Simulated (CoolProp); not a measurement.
Saturated liquid density (kg/m³) of trans-2-butene: the reference equation beside estimates from Tc = 428.6 K, pc = 4.019 MPa, ω = 0.210.

Model: reference Helmholtz-energy equation of state, Lemmon 2005, in CoolProp. It is a short technical equation, of lower accuracy than the large ones.

```
T (K)  reference  van der Waals  Redlich-Kwong  Soave-Redlich-Kwong  Peng-Robinson
-----  ---------  -------------  -------------  -------------------  -------------
287.7      610.9          370.0          539.2                555.2          628.1
291.4      606.6          367.4          534.6                550.9          623.4
295        602.3          364.8          530.1                546.6          618.7
298.7      597.9          362.1          525.3                542.1          613.8
302.3      593.5          359.5          520.6                537.6          608.9
306        589.0          356.7          515.7                532.9          603.7
309.6      584.6          354.0          510.8                528.2          598.5
313.3      579.9          351.1          505.7                523.3          593.1
```

Absolute difference from the reference over all 8 rows, mean and median: van der Waals 39.4 and 39.4 %, Redlich-Kwong 12.2 and 12.2 %, Soave-Redlich-Kwong 9.4 and 9.4 %, Peng-Robinson 2.6 and 2.6 %.
